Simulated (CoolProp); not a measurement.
R1234yf along the isotherm 410 K: density (kg/m³) from the reference equation and from simpler models built on Tc = 367.8 K, pc = 3.384 MPa, ω = 0.276; each cubic takes its own stable root.

Values from CoolProp's reference Helmholtz-energy equation of state, Lemmon 2022.

```tsv
p (MPa)	phase	reference	van der Waals	Soave-Redlich-Kwong
0.107	gas	3.607	3.606	3.606
0.161	gas	5.449	5.445	5.447
0.244	gas	8.308	8.301	8.303
0.367	gas	?	12.59	12.60
0.554	gas	19.31	19.27	19.28
0.836	gas	29.79	29.71	29.72
1.26	gas	46.51	46.37	46.33
1.9	gas	74.35	74.19	?
2.87	gas	124.5	125.4	122.9
4.33	supercritical	230.2	250.1	222.4
6.53	supercritical	499.3	472.3	429.3
9.86	supercritical	713.0	567.4	609.3
14.9	supercritical	827.9	633.9	734.5
22.4	supercritical	916.1	?	837.4
33.8	supercritical	995.8	740.2	931.0
```

What belongs in the gaps?


- 0.367, reference: 12.61
- 1.9, Soave-Redlich-Kwong: 73.85
- 22.4, van der Waals: 689.6
